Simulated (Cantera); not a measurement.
What does this Cantera script print?

```python
import numpy as np
import cantera as ct

gas = ct.Solution("gri30.yaml")
gas.TPX = 1475, 101325, {'CH3OH': 1, 'O2': 0.652, 'N2': 2.8}
reactor = ct.IdealGasConstPressureReactor(gas, energy="on", clone=False)
net = ct.ReactorNet([reactor])
net.rtol, net.atol = 1e-08, 1e-16
show = ['CH3OH', 'O2', 'CO', 'HCN', 'C2H']
times = np.geomspace(8e-06, 0.4, 15)

steps = ct.SolutionArray(gas, extra=["t"])
rows = []
print(f"{'t/s':>10s}{'T/K':>9s}{'P/Pa':>11s}" + "".join(f"{s:>11s}" for s in show))
for t in times:
    while net.time < t:
        t_next = net.step()
        steps.append(gas.state, t=t_next)
    rows.append([np.interp(t, steps.t, y) for y in (steps.T, steps.P, *steps(*show).X.T)])
    print(f"{t:10.3e}{rows[-1][0]:9.1f}{rows[-1][1]:11.4g}" + "".join(f"{x:11.3e}" for x in rows[-1][2:]))
rate = np.gradient(steps.T, steps.t)
print("integrator steps:", len(steps.t))
if steps.T.max() > steps.T[0] + 200:
    print(f"time of steepest temperature rise: {steps.t[rate.argmax()]:.4e} s")
gas.TPX = 1475, 101325, {'CH3OH': 1, 'O2': 0.652, 'N2': 2.8}
gas.equilibrate("HP")
print(f"equilibrium (HP): T = {gas.T:.1f} K  " + "  ".join(f"{s} {gas[s].X[0]:.3e}" for s in show))
```

It prints:

```
       t/s      T/K       P/Pa      CH3OH         O2         CO        HCN        C2H
 8.000e-06   1475.0  1.013e+05  2.245e-01  1.464e-01  9.474e-06  2.238e-14  1.119e-18
 1.733e-05   1475.0  1.013e+05  2.243e-01  1.463e-01  2.093e-05  5.432e-14  3.098e-18
 3.753e-05   1475.1  1.013e+05  2.239e-01  1.460e-01  4.879e-05  1.493e-13  1.370e-17
 8.129e-05   1476.5  1.013e+05  2.218e-01  1.451e-01  1.571e-04  5.821e-13  1.079e-16
 1.761e-04   1506.5  1.013e+05  1.983e-01  1.338e-01  3.431e-03  7.207e-12  5.284e-15
 3.813e-04   2287.6  1.013e+05  3.524e-14  3.107e-04  1.377e-01  1.753e-09  5.230e-18
 8.259e-04   2386.0  1.013e+05  4.905e-14  7.248e-05  1.402e-01  1.901e-09  1.687e-17
 1.789e-03   2415.4  1.013e+05  5.744e-14  3.111e-05  1.409e-01  8.461e-09  2.697e-17
 3.875e-03   2419.4  1.013e+05  5.909e-14  2.657e-05  1.410e-01  1.531e-08  2.917e-17
 8.392e-03   2419.3  1.013e+05  5.916e-14  2.644e-05  1.410e-01  2.357e-08  2.922e-17
 1.818e-02   2419.0  1.013e+05  5.924e-14  2.635e-05  1.410e-01  3.805e-08  2.925e-17
 3.937e-02   2418.7  1.013e+05  5.934e-14  2.624e-05  1.410e-01  5.465e-08  2.931e-17
 8.527e-02   2418.6  1.013e+05  5.938e-14  2.619e-05  1.410e-01  6.136e-08  2.934e-17
 1.847e-01   2418.6  1.013e+05  5.939e-14  2.619e-05  1.410e-01  6.176e-08  2.934e-17
 4.000e-01   2418.6  1.013e+05  5.939e-14  2.619e-05  1.410e-01  6.176e-08  2.934e-17
integrator steps: 1883
time of steepest temperature rise: 2.2604e-04 s
equilibrium (HP): T = 2418.6 K  CH3OH 6.062e-14  O2 2.619e-05  CO 1.410e-01  HCN 6.176e-08  C2H 3.247e-17
```

Model: GRI-Mech 3.0 (53 species, 325 reactions), integrated in Cantera. GRI-Mech 3.0 was tuned for natural gas; its chemistry of methanol as a main component is partial and can be far from experiment.
